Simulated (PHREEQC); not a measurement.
Make-up at 20 °C: 0.0054 mol/kgw Pb(NO3)2, 1.4e-05 mol/kgw PbCl2 and 0.0059 mol/kgw NaHSO4. Closed to the air; pH follows from the charge balance.

Model: ion-association model, phreeqc.dat, run in PHREEQC.

| Property | Value |
|---|---|
| pH | 2.35 |
| ionic strength | 0.0243 mol/kgw |
| specific conductance | 3010 µS/cm |
| total alkalinity | -5.90 meq/kg |

| species | molality | activity | log γ |
|---|---|---|---|
| NO3- | 0.0105 | 0.00899 | -0.068 |
| Na+ | 0.00585 | 0.00506 | -0.063 |
| H+ | 0.00509 | 0.00449 | -0.054 |
| Pb+2 | 0.00330 | 0.00182 | -0.258 |
| SO4-2 | 0.00317 | 0.00178 | -0.252 |
| PbSO4 | 0.00181 | 0.00182 | 0.002 |
| HSO4- | 0.000809 | 0.000697 | -0.065 |
| PbNO3+ | 0.000280 | 0.000242 | -0.065 |
| NaSO4- | 5.02e-5 | 4.36e-5 | -0.062 |
| Pb(SO4)2-2 | 3.07e-5 | 1.69e-5 | -0.258 |

No solid was allowed to form. The solution is supersaturated, for example in Anglesite, so a real one may precipitate; this is no full list. Complexes and solids missing from the database can't appear.
